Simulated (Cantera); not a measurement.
Feed: 1 mol Pb, 0.047 mol H2, 89 mol N2, held at 1.00 Torr.

These are equilibrium values from Cantera (NASA tables, ideal gas, pure condensed phases), not measurements of a reactor. Candidate condensed phases: Pb; 11 gas species. Equilibrium is a limit: real reactors are often held back by kinetics, nucleation or transport.

x: gas mole fraction; n: condensed amount in mol.

| T (K) | x N2 | x Pb | x H2 | x H | n Pb(s) | n Pb(l) |
|---|---|---|---|---|---|---|
| 573 | 0.999 | 6.25e-10 | 0.000528 | <1e-12 | 1.00 | 0 |
| 673 | 0.999 | 2.30e-7 | 0.000528 | <1e-12 | 0 | 1.000 |
| 773 | 0.999 | 1.73e-5 | 0.000528 | <1e-12 | 0 | 0.998 |
| 873 | 0.999 | 0.000477 | 0.000528 | ___ | 0 | 0.958 |
| 973 | 0.993 | 0.00656 | 0.000524 | ___ | 0 | 0.412 |
| 1073 | 0.988 | 0.0111 | 0.000522 | ___ | 0 | 0 |
| 1173 | 0.988 | 0.0111 | 0.000522 | ___ | 0 | 0 |
| 1273 | 0.988 | 0.0111 | 0.000522 | ___ | 0 | 0 |
| 1373 | 0.988 | 0.0111 | 0.000521 | ___ | 0 | 0 |
| 1473 | 0.988 | 0.0111 | 0.000518 | ___ | 0 | 0 |
| 1573 | 0.988 | 0.0111 | 0.000509 | ___ | 0 | 0 |

### Question
Fill in the missing entries.

### Answer

- 873, x H: 2.94e-11
- 973, x H: 6.78e-10
- 1073, x H: 8.77e-9
- 1173, x H: 7.38e-8
- 1273, x H: 4.46e-7
- 1373, x H: 2.08e-6
- 1473, x H: 7.89e-6
- 1573, x H: 2.51e-5
